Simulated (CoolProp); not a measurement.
A single-stage vapour-compression cycle with R143a: evaporating at 229.15 K (dew point), condensing at 292.15 K (bubble point), superheat 0 K, subcooling 5 K, compressor efficiency 0.7, no pressure losses. Each further row changes one setting.

Model: reference Helmholtz-energy equation of state, Lemmon and Jacobsen 2000, in CoolProp.

```tsv
case	cooling COP	pressure ratio	discharge temperature (K)	refrigerating effect (kJ/kg)	volumetric capacity (kJ/m³)
as stated	1.90	9.13	325.9	141	775
evaporating temperature 234.15 K	2.17	7.30	322.0	144	978
condensing temperature 287.15 K	2.14	7.95	319.5	149	817
subcooling 10 K	2.00	9.13	325.9	149	818
superheat 10 K	1.91	9.13	337.1	150	781
compressor efficiency 0.6	1.63	9.13	336.8	141	775
```
